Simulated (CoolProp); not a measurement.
c-C4F8 (RC318) at 298.15 K and 0.0687 MPa flows at 0.16 m/s in a round tube of 10 mm bore and 0.25 µm roughness, fully developed (64/Re and Nu = 3.66 if laminar; Colebrook and Gnielinski if turbulent). Each further row changes one setting.

Computed with CoolProp (reference Helmholtz-energy equation of state, Platzer 1990). This equation is an older, rougher fit.

```tsv
case	Reynolds number	Darcy friction factor	pressure drop (Pa/m)	heat-transfer coefficient (W/(m² K))	mass flow (kg/h)
as stated	798	0.0802	0.581	4.43	___
velocity 0.32 m/s	1600	0.0401	1.16	4.43	___
diameter 20 mm	1600	0.0401	___	___	___
```

Problem. Fill in the missing entries.

Solution. 
- as stated, mass flow (kg/h): 0.256
- velocity 0.32 m/s, mass flow (kg/h): 0.512
- diameter 20 mm, pressure drop (Pa/m): 0.145
- diameter 20 mm, heat-transfer coefficient (W/(m² K)): 2.21
- diameter 20 mm, mass flow (kg/h): 1.02

Viscosity comes from a separate model (Huber 2003), an estimate that may be off by 10 % or more. Thermal conductivity comes from a separate model (Huber 2003), an estimate that may be off by 10 % or more.
